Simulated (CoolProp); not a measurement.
Vapour-liquid equilibrium of R114 (1) + benzene (2) at 0.173 MPa; x and y are mole fractions of (1).

Model: multi-fluid Helmholtz-energy mixture model, Platzer 1990 and Thol 2012; pair parameters Bell 2016, in CoolProp. This equation is an older, rougher fit; its heat capacities, sound speeds and derivatives of the liquid may be far off and weren't checked against measurements.

```
x     bubble temperature, mixture model (K)  bubble temperature, Raoult's law (K)  y, mixture model  y, Raoult's law
----  -------------------------------------  ------------------------------------  ----------------  ---------------
0.05                                  347.4                                 360.2                 ?            0.314
0.2                                   316.9                                 336.5                 ?            0.728
0.35                                  307.5                                 321.8             0.909            0.871
0.5                                   303.0                                 311.6             0.932            0.934
0.65                                      ?                                 303.9             0.950            0.967
0.8                                   296.4                                 298.0             0.968            0.985
0.95                                      ?                                 293.1             0.991            0.997
```

Problem. Fill in the missing entries.

Solution. 
- 0.05, y, mixture model: 0.522
- 0.2, y, mixture model: 0.854
- 0.65, bubble temperature, mixture model (K): 299.6
- 0.95, bubble temperature, mixture model (K): 292.9

The largest gap from Raoult's law is -19.6 K in bubble temperature, at x = 0.2. No azeotrope shows between x = 0.05 and 0.95.

Pair parameters are fitted to limited data, so mixtures are less certain than the pure fluids. With so large a gap from Raoult's law the liquid may split in two, which this calculation doesn't test in full.
